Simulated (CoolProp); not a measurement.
Vapour-liquid equilibrium of propylene (1) + dimethyl ether (2) at -34.85 °C; x and y are mole fractions of (1).

Model: multi-fluid Helmholtz-energy mixture model, Lemmon 2013 and Wu 2011; pair parameters Bell 2016, in CoolProp.

```
x      bubble pressure (MPa)  y at the bubble point  dew pressure at overall composition x (MPa)  liquid density (mol/L)
-----  ---------------------  ---------------------  -------------------------------------------  ----------------------
0.05                 0.07178                  0.150                                      0.06640                   16.14
0.125                0.08289                  0.317                                      0.07037                   15.96
0.2                  0.09328                  0.440                                      0.07481                   15.79
0.275                 0.1030                  0.534                                      0.07982                   15.62
0.35                  0.1121                  0.610                                      0.08548                   15.45
0.425                 0.1206                  0.673                                      0.09193                   15.28
0.5                   0.1286                  0.727                                      0.09929                   15.12
0.575                 0.1362                  0.775                                       0.1077                   14.96
0.65                  0.1435                  0.818                                       0.1174                   14.80
0.725                 0.1505                  0.859                                       0.1283                   14.64
0.8                   0.1573                  0.897                                       0.1404                   14.49
0.875                 0.1640                  0.935                                       0.1534                   14.35
0.95                  0.1705                  0.974                                       0.1665                   14.21
```

No azeotrope shows between x = 0.05 and 0.95.

The pair parameters rest on a limited set of measurements; away from them the model extrapolates.
